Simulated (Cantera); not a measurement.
**Low-pressure radical oxidation in H2/O2**

An isothermal, constant-pressure homogeneous reactor starts with 6.17 % H2, 93.5 % O2, 0.318 % H2O, at 1450 K and 2.10 Torr.

Computed with Cantera and the H2/O2 subset of GRI-Mech 3.0, which has no nitrogen chemistry. Radical loss at walls, strong at low pressure, is not modelled. The temperature is held fixed by assumption; the heat of reaction is taken as removed at once.

| t (s) | x H2 | x O2 | x H2O2 | x OH | x H2O |
|---|---|---|---|---|---|
| 1.00e-6 | 0.0617 | 0.935 | <1e-12 | 3.96e-12 | 0.00318 |
| 3.43e-6 | 0.0617 | 0.935 | <1e-12 | 3.98e-11 | 0.00318 |
| 1.17e-5 | 0.0617 | 0.935 | <1e-12 | 4.32e-10 | 0.00318 |
| 4.03e-5 | 0.0617 | 0.935 | 3.00e-12 | 4.41e-9 | 0.00318 |
| 0.000138 | 0.0617 | 0.935 | 3.48e-11 | 3.72e-8 | 0.00318 |
| 0.000473 | 0.0617 | 0.935 | 3.93e-10 | 3.15e-7 | 0.00318 |
| 0.00162 | 0.0617 | 0.935 | 4.03e-9 | 1.79e-5 | 0.00321 |
| 0.00555 | 0.00264 | 0.885 | 1.56e-8 | 0.00974 | 0.0528 |
| 0.0190 | 0.00130 | 0.883 | 1.21e-8 | 0.00812 | 0.0556 |
| 0.0652 | 0.00127 | 0.885 | 1.20e-8 | 0.00803 | 0.0559 |
| 0.224 | 0.00117 | 0.889 | 1.18e-8 | 0.00772 | 0.0568 |
| 0.766 | 0.000892 | 0.900 | 1.11e-8 | 0.00678 | 0.0592 |
| 2.63 | 0.000398 | 0.918 | 8.43e-9 | 0.00458 | 0.0631 |
| 9.00 | 7.79e-5 | 0.930 | 4.01e-9 | 0.00203 | 0.0657 |
x: mole fraction; the columns are a selection and need not sum to one.

Equilibrium at this temperature and pressure: H2 1.25e-6, O2 0.933, H2O2 5.26e-10, OH 0.000258, H2O 0.0668 (gas phase only).
